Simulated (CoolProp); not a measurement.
Computed with CoolProp (reference Helmholtz-energy equation of state, Lemmon 2006). It is a short technical equation, of lower accuracy than the large ones.

### Question
For carbonyl sulfide, give the phase and the Z, cp (kJ/(kg K)), cv (kJ/(kg K)), speed of sound (m/s) at 620 K and 7 MPa.

### Answer
- 620 K and 7 MPa: supercritical; Z 0.937, cp 0.943, cv 0.735, speed of sound 312
